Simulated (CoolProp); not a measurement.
Vapour-liquid equilibrium of carbon dioxide (1) + n-perfluorobutane (2) at 261.5 K; x and y are mole fractions of (1).

Values from CoolProp's multi-fluid Helmholtz-energy mixture model, Span 1996 and Gao 2022; pair parameters Bell 2016.

Problem. Give the bubble pressure and the first vapour's composition at x = 0.35, 0.725, 0.8. Is there an azeotrope?

Solution. x = 0.35: 11.63 bar, y = 0.942; x = 0.725: 18.44 bar, y = 0.971; x = 0.8: 19.92 bar, y = 0.977. No azeotrope shows between x = 0.05 and 0.95.

The pair parameters rest on a limited set of measurements; away from them the model extrapolates. The gap from Raoult's law changes sign with composition, which may be real or a fault of the pair parameters; it wasn't checked against measurements.
